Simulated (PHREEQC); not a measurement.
1 kg of water holding 0.048 mol/kgw KCl, 0.0065 mol/kgw NaCl and 0.52 mol/kgw MgCl2 is evaporated at 25 °C; the solids stay in contact with the brine. CO2 from the air is kept out. Only these solids could form: Bischofite, Brucite, Carnallite, Halite, Sylvite, MgCl2_4H2O.

Base run: PHREEQC, Pitzer model, pitzer.dat. Each further column changes one thing. The table gives water activity.

```json
[
 {"H2O removed (mol)": "0", "base": "0.972", "temperature from 25 to 5 °C": "0.971"},
 {"H2O removed (mol)": "9.886", "base": "0.965", "temperature from 25 to 5 °C": "0.964"},
 {"H2O removed (mol)": "18.01", "base": "0.955", "temperature from 25 to 5 °C": "0.954"},
 {"H2O removed (mol)": "24.69", "base": "0.943", "temperature from 25 to 5 °C": "0.941"},
 {"H2O removed (mol)": "30.18", "base": "0.926", "temperature from 25 to 5 °C": "0.924"},
 {"H2O removed (mol)": "34.69", "base": "0.904", "temperature from 25 to 5 °C": "0.901"},
 {"H2O removed (mol)": "38.4", "base": "0.873", "temperature from 25 to 5 °C": "0.869"},
 {"H2O removed (mol)": "43.95", "base": "0.776", "temperature from 25 to 5 °C": "0.767"},
 {"H2O removed (mol)": "46.01", "base": "0.701", "temperature from 25 to 5 °C": "0.689"},
 {"H2O removed (mol)": "47.7", "base": "0.604", "temperature from 25 to 5 °C": "0.588"},
 {"H2O removed (mol)": "49.09", "base": "0.495", "temperature from 25 to 5 °C": "0.495"},
 {"H2O removed (mol)": "50.23", "base": "0.388", "temperature from 25 to 5 °C": "0.367"},
 {"H2O removed (mol)": "51.17", "base": "0.318", "temperature from 25 to 5 °C": "0.324"},
 {"H2O removed (mol)": "51.94", "base": "0.318", "temperature from 25 to 5 °C": "0.324"}
]
```

 Away from 25 °C the constants follow the database's enthalpies or fits; those with neither stay at their 25 °C values.
